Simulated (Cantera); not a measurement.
Feed: 1 mol HBr, 0.13 mol H2, 0.1 mol O2, equilibrated at 902 °C and 1.00 Torr.

Equilibrium computed with Cantera from the NASA thermochemical tables; the gas is ideal and each condensed phase is pure. Candidate condensed phases: Br2, H2O; 12 gas species. Rates play no part.

Base state: HBr 0.724, H2O 0.168, Br 0.0961, Br2 0.0111, H2 0.000148 (mole fractions); condensed: gas only.

What changes in the equilibrium state with this change: temperature from 902 °C to 2527 °C?


| species | before | after |
|---|---|---|
| H | 4.09e-8 | 0.444 |
| Br | 0.0961 | 0.427 |
| O | <1e-9 | 0.0692 |
| HBr | 0.724 | 0.00527 |
| Br2 | 0.0111 | 1.46e-6 |
| H2 | 0.000148 | 0.0393 |
| H2O | 0.168 | 0.00307 |
| O2 | 5.40e-8 | 0.00217 |
| OH | 3.24e-7 | 0.00975 |
